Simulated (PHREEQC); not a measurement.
NaOH is added in steps, without added water, to 1 kg of water holding 6.5 mmol/kgw MnCl2 and 0.048 mmol/kgw NH4HS, at 25 °C. No oxygen is let in. CO2 from the air is kept out. Solids allowed: Pyrochroite, MnS(Green), Halite. Others were left out.

Base run: PHREEQC, ion-association model, wateq4f.dat. Each further column changes one thing. The table gives H2S (mol/kgw).

```csv
NaOH added (mol),base,MnCl2 replaced by LiCl at the same molality,NH4HS from 4.8e-05 to 4.8e-06 mol/kgw,diluted 2-fold with water,no solid may form
0,6.73e-6,3.51e-6,1.68e-6,3.67e-6,6.73e-6
0.0015,5.24e-7,2.83e-9,5.24e-8,1.93e-7,2.52e-8
0.003,4.92e-7,1.36e-9,4.92e-8,1.64e-7,9.88e-9
0.0045,4.57e-7,8.83e-10,4.56e-8,1.26e-7,5.05e-9
0.006,4.17e-7,6.47e-10,4.17e-8,6.56e-8,2.90e-9
0.0075,3.73e-7,5.05e-10,3.72e-8,2.12e-9,1.84e-9
0.009,3.21e-7,4.12e-10,3.20e-8,8.17e-10,1.29e-9
0.0105,2.56e-7,3.45e-10,2.55e-8,4.98e-10,9.78e-10
0.012,1.66e-7,2.95e-10,1.64e-8,3.54e-10,7.82e-10
0.0135,9.07e-9,2.57e-10,8.32e-10,2.72e-10,6.48e-10
0.015,2.08e-9,2.26e-10,2.03e-10,2.19e-10,5.52e-10
```

The polysulfide entries of wateq4f.dat were taken out for this run. The database's pK near 12.9 for HS-/S-2 is now thought far too low, so its S-2 is overstated. In at least one series the solution becomes supersaturated in solids that the run did not let form, among them Pyrochroite, MnS(Green). Solids allowed in the column 'MnCl2 replaced by LiCl at the same molality': Halite.
